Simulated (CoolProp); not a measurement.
The numbers come from the reference Helmholtz-energy equation of state, Bücker 2006 in CoolProp.

Problem. For n-butane, give the phase and the speed of sound (m/s), conductivity (mW/(m K)) at 399.5 K and 101 kPa.

Solution. 
- 399.5 K and 101 kPa: gas; speed of sound 245, conductivity 28.2

Thermal conductivity comes from a separate model (Perkins 2002).
